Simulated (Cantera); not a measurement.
Input: 1 mol Fe2O3, 28 mol H2, 28 mol N2, at 133 Pa.

These are equilibrium values from Cantera (NASA tables, ideal gas, pure condensed phases), not measurements of a reactor. Candidate condensed phases: Fe, FeO, Fe(OH)2, Fe(OH)3, Fe2O3, Fe3O4, H2O; 27 gas species. Equilibrium is a limit: real reactors are often held back by kinetics, nucleation or transport.

Problem. Which condensed phases are stable at each of these points (T (°C)): 1377, 1427, 1477, 1527, 1577, 1627, 1677?

Solution. 
```csv
T (°C),condensed phases,Fe condensed (%)
1377,Fe(γ),94.3
1427,Fe(δ),86.7
1477,Fe(δ),70.3
1527,Fe(δ),36.4
1577,gas only,0.0
1627,gas only,0.0
1677,gas only,0.0
```

At 1377 °C the condensed part is Fe(γ). From 1427 °C to 1527 °C the condensed part is Fe(δ). From 1577 °C to 1677 °C nothing is condensed.
